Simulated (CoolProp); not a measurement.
Vapour pressure (bar) of dimethyl ether: the reference equation beside estimates from Tc = 127.2 °C, pc = 53.37 bar, ω = 0.196.

Computed with CoolProp (reference Helmholtz-energy equation of state, Wu 2011).

```json
[
 {"T (°C)": "-29.65", "reference": "0.8158", "Lee-Kesler": "0.8030", "Redlich-Kwong": "___", "Peng-Robinson": "0.8221"},
 {"T (°C)": "-16.35", "reference": "1.443", "Lee-Kesler": "1.430", "Redlich-Kwong": "2.130", "Peng-Robinson": "1.445"},
 {"T (°C)": "-3.05", "reference": "___", "Lee-Kesler": "2.386", "Redlich-Kwong": "3.389", "Peng-Robinson": "2.389"},
 {"T (°C)": "10.25", "reference": "3.764", "Lee-Kesler": "3.768", "Redlich-Kwong": "___", "Peng-Robinson": "3.751"},
 {"T (°C)": "23.55", "reference": "___", "Lee-Kesler": "5.682", "Redlich-Kwong": "7.415", "Peng-Robinson": "5.641"},
 {"T (°C)": "36.95", "reference": "___", "Lee-Kesler": "___", "Redlich-Kwong": "10.38", "Peng-Robinson": "8.197"},
 {"T (°C)": "50.25", "reference": "11.51", "Lee-Kesler": "___", "Redlich-Kwong": "14.05", "Peng-Robinson": "11.51"},
 {"T (°C)": "63.55", "reference": "15.69", "Lee-Kesler": "15.78", "Redlich-Kwong": "18.53", "Peng-Robinson": "15.73"}
]
```

Problem. Some entries are withheld; supply them.

Solution. 
- -29.65, Redlich-Kwong: 1.258
- -3.05, reference: 2.393
- 10.25, Redlich-Kwong: 5.122
- 23.55, reference: 5.659
- 36.95, reference: 8.213
- 36.95, Lee-Kesler: 8.260
- 50.25, Lee-Kesler: 11.58

Absolute difference from the reference over all 8 rows, mean and median: Lee-Kesler 0.6 and 0.6 %, Redlich-Kwong 34.6 and 33.6 %, Peng-Robinson 0.3 and 0.2 %.
